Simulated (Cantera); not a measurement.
A closed system holds: 1 mol SiC, 0.87 mol H2, 0.027 mol Si, at 1873.15 K and 0.133 bar.

Method: chemical equilibrium by Gibbs-energy minimisation in Cantera with the NASA 1993 tables (ideal gas, pure condensed phases). Candidate condensed phases: C, C6H6, C7H8, C8H18, Si, SiC; 87 gas species. Mutual solubility and eutectic melting of coexisting phases are not modelled. Gases not in the tables: Si2H6 and higher silanes. Rates play no part.

Base state: H2 0.998, H 0.00177, Si 6.63e-5, SiH2 4.90e-5, SiH 2.25e-5 (mole fractions); condensed: Si(l) + SiC(s).

What changes in the equilibrium state with this change: 0.0071 mol CO2 added?


```
species       before    after
-----------  -------  -------
H2             0.998    0.982
SiO                0   0.0138
CO                 0  0.00224
SiH2         4.90e-5  4.82e-5
SiH          2.25e-5  2.23e-5
H            0.00177  0.00175
Si           6.63e-5  6.63e-5
Si(l), mol    0.0269  0.00955
SiC(s), mol    1.000     1.01
```
Further candidate phases: H2O, SiO2.
